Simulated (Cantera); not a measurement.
A closed system holds: 1 mol B2O3, 20 mol H2, held at 7.50 Torr.

Method: chemical equilibrium by Gibbs-energy minimisation in Cantera with the NASA 1993 tables (ideal gas, pure condensed phases). Candidate condensed phases: B, B2O3, B3O3H3, H2O; 23 gas species. Rates play no part. All values below are at 1475 K.

Base state: H2 0.990, HBO 0.00441, HBO2 0.00392, B2O3 0.00129, H2O 0.000411, B2O2 0.000157, H 0.000129, BO 1.55e-5 (mole fractions); condensed: B2O3(l).

**Question.** What changes in the equilibrium state with this change: 0.53 mol Cl2 added?

**Answer.** 
```json
[
 {"species": "H2", "before": "0.990", "after": "0.939"},
 {"species": "HCl", "before": "0", "after": "0.0510"},
 {"species": "HBO", "before": "0.00441", "after": "0.00415"},
 {"species": "BOCl", "before": "0", "after": "0.000310"},
 {"species": "B2O2", "before": "0.000157", "after": "0.000147"},
 {"species": "BO", "before": "1.55e-5", "after": "1.50e-5"},
 {"species": "H", "before": "0.000129", "after": "0.000126"},
 {"species": "B2O3(l), mol", "before": "0.887", "after": "0.883"}
]
```
The tables' values for BOCl are old estimates; treat these amounts as uncertain.
